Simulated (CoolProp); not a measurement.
Vapour-liquid equilibrium of hexamethyldisiloxane (MM) (1) + toluene (2) at 0.613 MPa; x and y are mole fractions of (1).

The numbers come from the multi-fluid Helmholtz-energy mixture model, Thol 2016 and Lemmon 2006; pair parameters Bell 2016 in CoolProp.

| x | bubble temperature (°C) | y at the bubble point | dew temperature at overall composition x (°C) | liquid density (mol/L) |
|---|---|---|---|---|
| 0.05 | 187.9 | 0.065 | 188.1 | 7.160 |
| 0.125 | 186.4 | 0.157 | 186.9 | 6.696 |
| 0.2 | 185.0 | 0.244 | 185.7 | 6.277 |
| 0.275 | 183.8 | 0.326 | ? | 5.895 |
| 0.35 | 182.6 | 0.402 | 183.4 | 5.547 |
| 0.425 | ? | 0.475 | 182.3 | 5.229 |
| 0.5 | 180.7 | ? | 181.3 | 4.936 |
| 0.575 | 179.9 | 0.613 | 180.3 | 4.668 |
| 0.65 | 179.2 | 0.680 | 179.5 | 4.420 |
| 0.725 | ? | 0.746 | 178.8 | 4.191 |
| 0.8 | 178.2 | 0.813 | 178.3 | 3.979 |
| 0.875 | 177.8 | 0.881 | 177.9 | 3.783 |
| 0.95 | 177.6 | 0.951 | 177.6 | 3.601 |

**Question.** Some entries are withheld; supply them.

**Answer.** 
- 0.275, dew temperature at overall composition x (°C): 184.6
- 0.425, bubble temperature (°C): 181.6
- 0.5, y at the bubble point: 0.545
- 0.725, bubble temperature (°C): 178.7

No azeotrope shows between x = 0.05 and 0.95.

The pair parameters rest on a limited set of measurements; away from them the model extrapolates.
